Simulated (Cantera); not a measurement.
Feed: 1 mol BF3, 0.15 mol NH3, 0.42 mol N2, 0.62 mol O2, at 1675 °C and 10.0 mbar.

Cantera equilibrium calculation (NASA polynomials, part measured and part estimated; ideal gas, pure solids and liquids). Candidate condensed phases: B, BN, B2O3, B3O3H3, H2O; 62 gas species. The tables' values for BF2 are old estimates; treat these amounts as uncertain. Kinetics and transport are ignored.

Base state: BF3 0.313, O2 0.203, N2 0.200, HF 0.183, BOF 0.0927, NO 0.00327, F 0.00299, O 0.00200 (mole fractions); condensed: gas only.

Q: What changes in the equilibrium state with this change: pressure from 10.0 mbar to 3.80 mbar?

A: 
```
species    before     after
-------  --------  --------
BF3         0.313     0.311
O2          0.203     0.201
N2          0.200     0.199
F         0.00299   0.00609
BOF        0.0927    0.0940
HF          0.183     0.182
H2O       1.22e-5   4.73e-6
O         0.00200   0.00323
BF2       2.83e-5   3.62e-5
BOF2     0.000335  0.000263
```
